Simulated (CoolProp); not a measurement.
Saturated liquid density (kg/m³) of nitrogen: the reference equation beside estimates from Tc = -147.0 °C, pc = 3.396 MPa, ω = 0.037. Rackett uses Z = 0.29056 − 0.08775 ω.

Computed with CoolProp (reference Helmholtz-energy equation of state, Span 2000).

| T (°C) | reference | Rackett | Redlich-Kwong | Soave-Redlich-Kwong |
|---|---|---|---|---|
| -203.25 | 838.9 | 849.6 | 851.6 | 843.1 |
| -199.75 | 823.8 | 834.4 | 834.5 | 826.9 |
| -196.25 | 808.1 | 818.8 | 816.5 | 809.7 |
| -192.75 | 792.1 | 802.7 | 797.5 | 791.7 |
| -189.25 | 775.5 | 786.1 | 777.4 | 772.5 |
| -185.75 | 758.3 | 768.8 | 756.1 | 752.2 |
| -182.25 | 740.3 | 750.8 | 733.6 | 730.6 |
| -178.75 | 721.6 | 731.9 | 709.7 | 707.6 |
| -175.25 | 701.8 | 712.0 | 684.1 | 682.9 |
| -171.75 | 680.8 | 690.8 | 656.7 | 656.2 |
| -168.25 | 658.2 | 668.2 | 627.1 | 627.3 |
| -164.75 | 633.6 | 643.6 | 594.8 | 595.7 |
| -161.25 | 606.2 | 616.4 | 559.1 | 560.5 |
| -157.75 | 574.9 | 585.3 | 519.0 | 520.7 |
| -154.25 | 537.2 | 548.3 | 472.1 | 473.9 |

Absolute difference from the reference over all 15 rows, mean and median: Rackett 1.5 and 1.4 %, Redlich-Kwong 3.6 and 1.6 %, Soave-Redlich-Kwong 3.4 and 1.9 %.
